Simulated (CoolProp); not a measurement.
Model: reference Helmholtz-energy equation of state, Lemmon 2006, in CoolProp. It is a short technical equation, of lower accuracy than the large ones.

Give the vapour pressure (MPa), vapour density (kg/m³), enthalpy of vaporisation (kJ/kg) of saturated C3F8 (R218) at -19.05, 7.35 °C.


```tsv
T (°C)	p (MPa)	vapour density (kg/m³)	enthalpy of vaporisation (kJ/kg)
-19.05	0.212	20.7	98.3
7.35	0.523	50.3	86.1
```
